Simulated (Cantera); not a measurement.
A freely propagating, adiabatic, planar premixed flame of 6.66 % CH4, 0.313 % H2, 18.5 % O2, 69.3 % N2, 5.26 % H2O, equivalence ratio 0.73, unburnt at 325 K and 0.178 atm; mixture-averaged transport, grid criteria slope 0.08 and curve 0.16, no radiation.

Cantera simulation using GRI-Mech 3.0 (53 species, 325 reactions); the numbers are that mechanism's predictions, not measurements. Burning velocities carry a grid error of a few per cent, more on coarse grids.

x: mole fraction of selected species; z is measured from the peak of heat release.

```json
[
 {"z (mm)": "-7.43", "T (K)": "325", "u (m/s)": "0.383", "x CH4": "0.0666", "x H2": "0.00338", "x O2": "0.185", "x CH2": "<1e-8", "x H2O2": "<1e-8", "x NO2": "<1e-8"},
 {"z (mm)": "-4.95", "T (K)": "326", "u (m/s)": "0.384", "x CH4": "0.0665", "x H2": "0.00396", "x O2": "0.184", "x CH2": "<1e-8", "x H2O2": "8.44e-8", "x NO2": "<1e-8"},
 {"z (mm)": "-3.71", "T (K)": "330", "u (m/s)": "0.389", "x CH4": "0.0663", "x H2": "0.00476", "x O2": "0.184", "x CH2": "<1e-8", "x H2O2": "5.00e-7", "x NO2": "<1e-8"},
 {"z (mm)": "-2.48", "T (K)": "372", "u (m/s)": "0.441", "x CH4": "0.0639", "x H2": "0.00657", "x O2": "0.181", "x CH2": "<1e-8", "x H2O2": "5.10e-6", "x NO2": "<1e-8"},
 {"z (mm)": "-1.24", "T (K)": "715", "u (m/s)": "0.853", "x CH4": "0.0464", "x H2": "0.00966", "x O2": "0.156", "x CH2": "8.52e-8", "x H2O2": "1.13e-5", "x NO2": "<1e-8"},
 {"z (mm)": "-0.619", "T (K)": "1064", "u (m/s)": "1.28", "x CH4": "0.0266", "x H2": "0.0111", "x O2": "0.125", "x CH2": "2.02e-6", "x H2O2": "6.14e-6", "x NO2": "<1e-8"},
 {"z (mm)": "0", "T (K)": "1390", "u (m/s)": "1.67", "x CH4": "0.00680", "x H2": "0.0107", "x O2": "0.0877", "x CH2": "1.22e-5", "x H2O2": "1.20e-6", "x NO2": "<1e-8"},
 {"z (mm)": "0.619", "T (K)": "1520", "u (m/s)": "1.83", "x CH4": "0.000553", "x H2": "0.00771", "x O2": "0.0670", "x CH2": "2.50e-6", "x H2O2": "3.77e-7", "x NO2": "<1e-8"},
 {"z (mm)": "1.24", "T (K)": "1560", "u (m/s)": "1.87", "x CH4": "2.65e-5", "x H2": "0.00621", "x O2": "0.0602", "x CH2": "1.47e-7", "x H2O2": "3.41e-7", "x NO2": "<1e-8"},
 {"z (mm)": "2.48", "T (K)": "1608", "u (m/s)": "1.92", "x CH4": "?", "x H2": "?", "x O2": "0.0560", "x CH2": "<1e-8", "x H2O2": "?", "x NO2": "<1e-8"},
 {"z (mm)": "4.95", "T (K)": "1667", "u (m/s)": "1.98", "x CH4": "<1e-8", "x H2": "?", "x O2": "0.0535", "x CH2": "<1e-8", "x H2O2": "?", "x NO2": "<1e-8"},
 {"z (mm)": "9.90", "T (K)": "1727", "u (m/s)": "2.05", "x CH4": "<1e-8", "x H2": "0.00324", "x O2": "0.0519", "x CH2": "<1e-8", "x H2O2": "1.19e-7", "x NO2": "<1e-8"},
 {"z (mm)": "19.8", "T (K)": "1774", "u (m/s)": "2.10", "x CH4": "<1e-8", "x H2": "0.00180", "x O2": "0.0507", "x CH2": "<1e-8", "x H2O2": "7.20e-8", "x NO2": "<1e-8"}
]
```

What belongs in the gaps?


- 2.48, x CH4: 6.91e-8
- 2.48, x H2: 0.00565
- 2.48, x H2O2: 2.75e-7
- 4.95, x H2: 0.00475
- 4.95, x H2O2: 1.90e-7
